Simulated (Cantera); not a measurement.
An isothermal, constant-pressure homogeneous reactor starts with H₂ : O₂ = 0.096 : 1 (molar parts), at 1100 K and 0.00140 bar.

Detailed kinetics in Cantera: the H2/O2 subset of GRI-Mech 3.0, which has no nitrogen chemistry. Radical loss at walls, strong at low pressure, is not modelled. The temperature is held fixed by assumption; the heat of reaction is taken as removed at once.

x: mole fraction; the columns are a selection and need not sum to one.

```csv
t (s),x H₂,x O₂,x HO₂,x H,x H₂O,x OH
0.000700,0.0876,0.912,6.84e-10,5.53e-10,1.18e-10,1.90e-10
0.00354,0.0876,0.912,3.46e-9,6.62e-9,1.04e-8,…
0.0179,0.0871,0.912,1.54e-7,0.000147,0.000321,…
0.0906,0.00206,0.854,7.21e-7,0.0228,0.0725,…
0.458,0.00168,0.867,7.22e-7,0.0158,0.0775,…
2.32,0.000586,0.896,6.08e-7,0.00293,0.0878,…
11.7,3.71e-5,0.907,1.86e-7,4.54e-5,0.0912,…
59.3,1.86e-6,0.908,2.01e-8,5.11e-7,0.0915,…
300,1.69e-7,0.908,2.60e-9,1.41e-8,0.0916,…
```

**Question.** Some entries are withheld; supply them.

**Answer.** 
- 0.00354, x OH: 4.06e-9
- 0.0179, x OH: 9.39e-5
- 0.0906, x OH: 0.00366
- 0.458, x OH: 0.00333
- 2.32, x OH: 0.00199
- 11.7, x OH: 0.000504
- 59.3, x OH: 0.000113
- 300, x OH: 3.42e-5
